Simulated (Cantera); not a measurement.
An isothermal, constant-pressure homogeneous reactor starts with 47.6 % NO, 52.4 % N2, at 1875 K and 0.0132 atm.

Model: GRI-Mech 3.0 (53 species, 325 reactions), integrated in Cantera. Radical loss at walls, strong at low pressure, is not modelled.

x: mole fraction; the columns are a selection and need not sum to one.

```tsv
t (s)	x NO	x O	x N2O	x O2	x N2	x NO2
3.00e-5	0.476	4.00e-8	4.00e-8	3.04e-12	0.524	5.39e-12
8.35e-5	0.476	1.11e-7	1.11e-7	2.38e-11	0.524	4.21e-11
0.000232	0.476	3.10e-7	3.09e-7	1.82e-10	0.524	3.21e-10
0.000646	0.476	?	?	?	0.524	?
0.00180	0.476	2.41e-6	2.37e-6	1.10e-8	0.524	1.86e-8
0.00500	0.476	6.76e-6	6.45e-6	8.60e-8	0.524	1.34e-7
0.0139	0.476	1.93e-5	1.69e-5	7.00e-7	0.524	8.55e-7
0.0387	0.476	5.69e-5	3.98e-5	6.51e-6	0.524	4.06e-6
0.108	0.476	0.000150	7.15e-5	6.77e-5	0.524	1.04e-5
0.300	0.475	0.000232	8.17e-5	0.000459	0.524	1.39e-5
0.834	0.472	0.000250	7.97e-5	0.00175	0.526	1.58e-5
2.32	0.465	0.000284	7.54e-5	0.00548	0.529	2.02e-5
6.46	0.443	0.000363	6.49e-5	0.0164	0.540	2.96e-5
18.0	?	?	?	?	0.573	4.32e-5
50.0	0.223	0.000770	1.31e-5	0.126	0.650	4.22e-5
```

What belongs in the gaps?


- 0.000646, x O: 8.63e-7
- 0.000646, x N2O: 8.58e-7
- 0.000646, x O2: 1.42e-9
- 0.000646, x NO2: 2.47e-9
- 18.0, x NO: 0.378
- 18.0, x O: 0.000522
- 18.0, x N2O: 4.29e-5
- 18.0, x O2: 0.0486
